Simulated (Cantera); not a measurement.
A perfectly stirred reactor is fed with CO : H2 : O2 : N2 : H2O = 1 : 0.067 : 0.628 : 2.36 : 0.1 (molar parts), equivalence ratio 0.85, at 500000 Pa; it is adiabatic with a 650 K inlet, and is followed from long to short residence time, starting on the burning branch (τ in s: 0.028, 0.014, 0.0069, 0.0034, 0.0017, 0.00085, 0.00042, 0.00021, 0.0001, 5.1e-05, 2.6e-05, 1.3e-05).

Computed with Cantera and GRI-Mech 3.0 (53 species, 325 reactions). The hydrogen kinetics of GRI-Mech 3.0 are dated; newer H2 mechanisms differ, most at raised pressure.

Question: Predict: blow-out, bracketed by the residence times tried; x(CO) at τ = 28.0 ms; x(H2) at τ = 28.0 ms; x(O2) at τ = 28.0 ms; x(HO2) at τ = 28.0 ms; x(H2O2) at τ = 28.0 ms; x(CO) at τ = 0.420 ms; x(H2) at τ = 0.420 ms; x(O2) at τ = 0.420 ms; x(HO2) at τ = 0.420 ms; x(H2O2) at τ = 0.420 ms.

Answer: 
```json
{
  "blow_out_bracketed_by_the_residence_times_tried": "burning at 26.0 µs, out at 13.0 µs",
  "x(CO) at τ = 28.0 ms": "0.0211",
  "x(H2) at τ = 28.0 ms": "0.000588",
  "x(O2) at τ = 28.0 ms": "0.0322",
  "x(HO2) at τ = 28.0 ms": "3.19e-6",
  "x(H2O2) at τ = 28.0 ms": "1.14e-7",
  "x(CO) at τ = 0.420 ms": "0.0488",
  "x(H2) at τ = 0.420 ms": "0.00145",
  "x(O2) at τ = 0.420 ms": "0.0472",
  "x(HO2) at τ = 0.420 ms": "8.55e-6",
  "x(H2O2) at τ = 0.420 ms": "2.08e-7"
}
```
